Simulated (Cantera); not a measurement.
Input: 1 mol Si₃N₄, a varied amount of H₂, 8.8 mol Cl₂, equilibrated at 1500 K and 0.133 bar.

These are equilibrium values from Cantera (NASA tables, ideal gas, pure condensed phases), not measurements of a reactor. Candidate condensed phases: NH₄Cl, Si, Si₃N₄; 28 gas species. Rates play no part.

**Question.** What share of the Si ends up in condensed phases as a function of n(H₂) (mol), at 21, 38, 54, 71, 88, 100, 120, 140, 150, 170?

**Answer.** 
```
n(H₂) (mol)  Si condensed (%)        as
-----------  ----------------  --------
21                       25.6  Si₃N₄(s)
38                       41.7  Si₃N₄(s)
54                       49.2  Si₃N₄(s)
71                       54.0  Si₃N₄(s)
88                       57.2  Si₃N₄(s)
100                      58.9  Si₃N₄(s)
120                      61.1  Si₃N₄(s)
140                      62.8  Si₃N₄(s)
150                      63.5  Si₃N₄(s)
170                      64.7  Si₃N₄(s)
```
